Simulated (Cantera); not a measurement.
A Cantera script and its output.

```python
import numpy as np
import cantera as ct

gas = ct.Solution("h2o2.yaml")
gas.TPX = 1350, 55000, {'H2': 1.2, 'O2': 1, 'N2': 5.5}
reactor = ct.IdealGasConstPressureReactor(gas, energy="off", clone=False)
net = ct.ReactorNet([reactor])
net.rtol, net.atol = 1e-08, 1e-18
show = ['H2', 'O2', 'H2O', 'H2O2', 'O', 'OH', 'HO2']
times = np.geomspace(4e-05, 40, 12)

steps = ct.SolutionArray(gas, extra=["t"])
rows = []
print(f"{'t/s':>10s}{'T/K':>9s}{'P/Pa':>11s}" + "".join(f"{s:>11s}" for s in show))
for t in times:
    while net.time < t:
        t_next = net.step()
        steps.append(gas.state, t=t_next)
    rows.append([np.interp(t, steps.t, y) for y in (steps.T, steps.P, *steps(*show).X.T)])
    print(f"{t:10.3e}{rows[-1][0]:9.1f}{rows[-1][1]:11.4g}" + "".join(f"{x:11.3e}" for x in rows[-1][2:]))
rate = np.gradient(steps.T, steps.t)
print("integrator steps:", len(steps.t))
if steps.T.max() > steps.T[0] + 200:
    print(f"time of steepest temperature rise: {steps.t[rate.argmax()]:.4e} s")
gas.TPX = 1350, 55000, {'H2': 1.2, 'O2': 1, 'N2': 5.5}
gas.equilibrate("TP")
print(f"equilibrium (TP): T = {gas.T:.1f} K  " + "  ".join(f"{s} {gas[s].X[0]:.3e}" for s in show))
```

It prints:

```
       t/s      T/K       P/Pa         H2         O2        H2O       H2O2          O         OH        HO2
 4.000e-05   1350.0    5.5e+04  1.513e-01  1.278e-01  3.144e-03  2.525e-07  5.215e-04  3.734e-04  2.185e-05
 1.404e-04   1350.0    5.5e+04  1.042e-02  5.953e-02  1.438e-01  2.963e-06  7.604e-03  4.675e-03  2.497e-05
 4.931e-04   1350.0    5.5e+04  1.158e-03  5.626e-02  1.667e-01  1.417e-06  6.510e-04  1.367e-03  1.520e-05
 1.732e-03   1350.0    5.5e+04  7.680e-05  5.626e-02  1.687e-01  2.883e-07  4.260e-05  3.514e-04  2.483e-06
 6.080e-03   1350.0    5.5e+04  8.114e-06  5.631e-02  1.689e-01  5.990e-08  5.195e-06  1.239e-04  3.444e-07
 2.135e-02   1350.0    5.5e+04  1.467e-06  5.632e-02  1.690e-01  1.489e-08  1.032e-06  5.521e-05  7.323e-08
 7.495e-02   1350.0    5.5e+04  3.948e-07  5.633e-02  1.690e-01  4.597e-09  2.842e-07  2.893e-05  2.969e-08
 2.632e-01   1350.0    5.5e+04  2.067e-07  5.633e-02  1.690e-01  2.474e-09  1.433e-07  2.053e-05  2.479e-08
 9.241e-01   1350.0    5.5e+04  1.973e-07  5.633e-02  1.690e-01  2.360e-09  1.359e-07  1.998e-05  2.467e-08
 3.245e+00   1350.0    5.5e+04  1.973e-07  5.633e-02  1.690e-01  2.360e-09  1.359e-07  1.998e-05  2.467e-08
 1.139e+01   1350.0    5.5e+04  1.973e-07  5.633e-02  1.690e-01  2.360e-09  1.359e-07  1.998e-05  2.467e-08
 4.000e+01   1350.0    5.5e+04  1.973e-07  5.633e-02  1.690e-01  2.360e-09  1.359e-07  1.998e-05  2.467e-08
integrator steps: 1687
equilibrium (TP): T = 1350.0 K  H2 1.973e-07  O2 5.633e-02  H2O 1.690e-01  H2O2 2.360e-09  O 1.359e-07  OH 1.998e-05  HO2 2.467e-08
```

Computed with Cantera and the H2/O2 subset of GRI-Mech 3.0, which has no nitrogen chemistry. The temperature is held fixed by assumption; the heat of reaction is taken as removed at once.
